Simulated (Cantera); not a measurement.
A freely propagating, adiabatic, planar premixed flame of C3H8 : O2 : N2 = 1 : 3.57 : 9.64 (molar parts), unburnt at 450 K and 100000 Pa; unity-Lewis-number transport, grid criteria slope 0.08 and curve 0.16, no radiation.

Detailed kinetics in Cantera: GRI-Mech 3.0 (53 species, 325 reactions). GRI-Mech 3.0 was tuned for natural gas; its chemistry of propane as a main component is partial and can be far from experiment. Unity Lewis numbers drop preferential diffusion, which matters most where H2 and H carry the flame. Burning velocities carry a grid error of a few per cent, more on coarse grids.

x: mole fraction of selected species; z is measured from the peak of heat release.

```tsv
z (mm)	T (K)	u (m/s)	x C3H8	x O2	x CH4	x HCN	x NO2	x CH2CO
-0.973	450	0.703	0.0704	0.251	5.98e-7	<1e-8	<1e-8	___
-0.648	452	0.706	0.0702	0.251	9.48e-6	5.47e-8	2.16e-8	___
-0.486	464	0.726	0.0696	0.249	5.86e-5	3.38e-7	1.28e-7	___
-0.324	567	0.896	0.0639	0.235	0.000484	2.79e-6	7.85e-7	___
-0.162	1107	1.86	0.0326	0.156	0.00281	1.64e-5	1.12e-6	___
-0.0810	1579	2.82	0.00820	0.0878	0.00405	2.88e-5	2.79e-7	___
0	1999	3.70	0.000124	0.0328	0.00174	4.13e-5	1.23e-8	___
0.0810	2176	4.06	8.25e-8	0.0105	0.000200	3.76e-5	<1e-8	___
0.162	2223	4.14	<1e-8	0.00456	1.69e-5	2.31e-5	<1e-8	___
0.324	2254	4.19	<1e-8	0.00254	2.12e-7	6.82e-6	<1e-8	___
0.648	2289	4.25	<1e-8	0.00185	<1e-8	8.17e-7	<1e-8	<1e-8
1.30	2333	4.31	<1e-8	0.00120	<1e-8	2.59e-8	<1e-8	<1e-8
2.59	2375	4.38	<1e-8	0.000665	<1e-8	<1e-8	<1e-8	<1e-8
```

Question: Some entries are withheld; supply them.

Answer: 
- -0.973, x CH2CO: 1.76e-7
- -0.648, x CH2CO: 2.80e-6
- -0.486, x CH2CO: 1.73e-5
- -0.324, x CH2CO: 0.000143
- -0.162, x CH2CO: 0.000847
- -0.0810, x CH2CO: 0.00133
- 0, x CH2CO: 0.000629
- 0.0810, x CH2CO: 8.06e-5
- 0.162, x CH2CO: 7.23e-6
- 0.324, x CH2CO: 9.48e-8
